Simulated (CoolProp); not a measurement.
Dodecamethylcyclohexasiloxane (D6) along the isotherm 169.95 °C: Z from the reference equation and from simpler models built on Tc = 372.6 °C, pc = 0.9614 MPa, ω = 0.736; each cubic takes its own stable root.

Computed with CoolProp (reference Helmholtz-energy equation of state, Colonna 2008). It is a short technical equation, of lower accuracy than the large ones.

```json
[
 {"p (MPa)": "0.0152", "phase": "liquid", "reference": "___", "van der Waals": "___", "Soave-Redlich-Kwong": "0.002479"},
 {"p (MPa)": "0.0312", "phase": "liquid", "reference": "___", "van der Waals": "0.9763", "Soave-Redlich-Kwong": "0.005088"},
 {"p (MPa)": "0.0641", "phase": "liquid", "reference": "0.009628", "van der Waals": "0.9501", "Soave-Redlich-Kwong": "0.01045"},
 {"p (MPa)": "0.132", "phase": "liquid", "reference": "0.01982", "van der Waals": "0.8908", "Soave-Redlich-Kwong": "0.02151"},
 {"p (MPa)": "0.27", "phase": "liquid", "reference": "___", "van der Waals": "0.07056", "Soave-Redlich-Kwong": "0.04394"},
 {"p (MPa)": "0.555", "phase": "liquid", "reference": "0.08308", "van der Waals": "0.1434", "Soave-Redlich-Kwong": "0.09010"},
 {"p (MPa)": "1.14", "phase": "liquid", "reference": "0.1700", "van der Waals": "___", "Soave-Redlich-Kwong": "0.1842"},
 {"p (MPa)": "2.34", "phase": "liquid", "reference": "0.3462", "van der Waals": "0.5751", "Soave-Redlich-Kwong": "___"},
 {"p (MPa)": "4.81", "phase": "liquid", "reference": "0.7014", "van der Waals": "1.134", "Soave-Redlich-Kwong": "0.7584"}
]
```

Problem. Complete the blanks.

Solution. 
- 0.0152, reference: 0.002284
- 0.0152, van der Waals: 0.9886
- 0.0312, reference: 0.004687
- 0.27, reference: 0.04050
- 1.14, van der Waals: 0.2888
- 2.34, Soave-Redlich-Kwong: 0.3747

At some of these states van der Waals gives the other phase, because its saturation line lies elsewhere.
